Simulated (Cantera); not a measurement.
Input (Python, Cantera):

```python
import numpy as np
import cantera as ct

gas = ct.Solution("gri30.yaml")
gas.TPX = 350, 570000, {'CH4': 1, 'H2': 0.13, 'O2': 1.59, 'N2': 5.97}
flame = ct.FreeFlame(gas, width=0.012)
flame.set_refine_criteria(ratio=3, slope=0.08, curve=0.16)
flame.transport_model = "mixture-averaged"
flame.solve(loglevel=0, auto=True)
z, T = flame.grid, flame.T
thick = (T[-1] - T[0]) / np.gradient(T, z).max()
show = ['CH4', 'H2', 'O2', 'CO', 'CH2O', 'OH']
print(f"laminar burning velocity  {flame.velocity[0] * 100:.3f} cm/s")
print(f"burnt temperature         {T[-1]:.1f} K")
print(f"thermal thickness         {thick * 1e3:.4f} mm")
print(f"grid points               {len(z)}")
z0 = z[flame.heat_release_rate.argmax()]
print(f"{'z/mm':>9s}{'T/K':>9s}{'u/(m/s)':>9s}" + "".join(f"{s:>11s}" for s in show))
rows = []
for k in (-3, -2, -1.5, -1, -0.5, -0.25, 0, 0.25, 0.5, 1, 2, 4, 8):
    zz = z0 + k * thick
    rows.append([k * thick, np.interp(zz, z, T), np.interp(zz, z, flame.velocity),
                 *(np.interp(zz, z, flame.X[gas.species_index(s)]) for s in show)])
    print(f"{rows[-1][0] * 1e3:9.3f}{rows[-1][1]:9.1f}{rows[-1][2]:9.3f}" + "".join(f"{x:11.3e}" for x in rows[-1][3:]))
```

It prints:

```
laminar burning velocity  13.647 cm/s
burnt temperature         2107.6 K
thermal thickness         0.2240 mm
grid points               136
     z/mm      T/K  u/(m/s)        CH4         H2         O2         CO       CH2O         OH
   -0.672    350.5    0.137  1.149e-01  1.617e-02  1.827e-01  6.683e-06  7.846e-08  2.729e-14
   -0.448    355.7    0.139  1.143e-01  1.838e-02  1.821e-01  9.050e-05  1.634e-06  3.464e-12
   -0.336    383.0    0.150  1.122e-01  2.138e-02  1.800e-01  6.225e-04  1.667e-05  1.094e-10
   -0.224    535.9    0.212  1.022e-01  2.674e-02  1.684e-01  4.392e-03  1.735e-04  4.241e-09
   -0.112   1075.6    0.434  6.642e-02  3.363e-02  1.179e-01  2.276e-02  1.095e-03  1.576e-06
   -0.056   1498.4    0.610  3.629e-02  3.705e-02  7.135e-02  4.088e-02  1.097e-03  2.791e-05
    0.000   1871.9    0.767  1.058e-02  3.939e-02  2.607e-02  5.762e-02  3.123e-04  2.524e-04
    0.056   2034.9    0.834  2.361e-03  4.039e-02  6.264e-03  6.172e-02  7.629e-05  5.217e-04
    0.112   2080.8    0.852  8.524e-04  4.168e-02  1.557e-03  6.086e-02  2.368e-05  4.856e-04
    0.224   2101.2    0.859  3.132e-04  4.346e-02  1.699e-04  5.948e-02  5.256e-06  3.105e-04
    0.448   2107.0    0.861  1.320e-04  4.465e-02  8.965e-06  5.897e-02  1.297e-06  1.892e-04
    0.896   2107.9    0.862  4.684e-05  4.517e-02  1.360e-06  5.906e-02  3.616e-07  1.507e-04
    1.792   2107.8    0.862  6.756e-06  4.535e-02  1.182e-06  5.920e-02  5.508e-08  1.460e-04
```

Detailed kinetics in Cantera: GRI-Mech 3.0 (53 species, 325 reactions). Burning velocities carry a grid error of a few per cent, more on coarse grids.
